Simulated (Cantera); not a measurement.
**Gas activation for diamond growth**

An isothermal, constant-pressure homogeneous reactor starts with 1.86 % CH₄, 93.2 % H₂, 4.94 % H, at 2223 K and 0.0110 bar.

Computed with Cantera and GRI-Mech 3.0 (53 species, 325 reactions). GRI-Mech 3.0 stops at C3 and has no aromatics, soot or wall deposition, so with more carbon than oxygen in the feed, carbon stays in small species such as C2H2 where larger ones or solid carbon would form. Radical loss at walls, strong at low pressure, is not modelled.

| t (s) | x CH₄ | x H₂ | x H | x CH₂ | x C₂H₂ | x C₂H | x C₂H₄ |
|---|---|---|---|---|---|---|---|
| 0.000400 | 0.00780 | 0.947 | 0.0364 | 0.000179 | 0.00231 | 3.27e-6 | 0.000136 |
| 0.00113 | 0.00552 | 0.953 | 0.0328 | 0.000121 | 0.00458 | 5.80e-6 | 6.53e-5 |
| 0.00317 | 0.00312 | 0.958 | 0.0298 | 6.69e-5 | 0.00672 | 7.70e-6 | 2.05e-5 |
| 0.00894 | 0.00141 | 0.961 | 0.0287 | 3.13e-5 | 0.00812 | 8.92e-6 | 4.60e-6 |
| 0.0252 | 0.000517 | 0.961 | 0.0294 | 1.28e-5 | 0.00882 | 9.92e-6 | 1.05e-6 |
| 0.0710 | 0.000161 | 0.959 | 0.0316 | 4.79e-6 | 0.00908 | 1.10e-5 | 4.83e-7 |
| 0.200 | 4.38e-5 | 0.955 | 0.0360 | 1.71e-6 | 0.00916 | 1.27e-5 | 3.68e-7 |
| 0.563 | 1.14e-5 | 0.947 | 0.0440 | 6.79e-7 | 0.00914 | 1.56e-5 | 2.89e-7 |
| 1.59 | 5.20e-6 | 0.936 | 0.0547 | 4.90e-7 | 0.00909 | 1.96e-5 | 2.24e-7 |
| 4.47 | 4.35e-6 | 0.932 | 0.0592 | 4.86e-7 | 0.00907 | 2.12e-5 | 2.04e-7 |
| 12.6 | 4.33e-6 | 0.932 | 0.0594 | 4.86e-7 | 0.00907 | 2.13e-5 | 2.03e-7 |
| 35.5 | 4.33e-6 | 0.932 | 0.0594 | 4.86e-7 | 0.00907 | 2.13e-5 | 2.03e-7 |
| 100 | 4.33e-6 | 0.932 | 0.0594 | 4.86e-7 | 0.00907 | 2.13e-5 | 2.03e-7 |
x: mole fraction; the columns are a selection and need not sum to one.

Equilibrium at this temperature and pressure: CH₄ 4.36e-6, H₂ 0.932, H 0.0594, CH₂ 4.89e-7, C₂H₂ 0.00907, C₂H 2.13e-5, C₂H₄ 2.03e-7 (gas phase only).
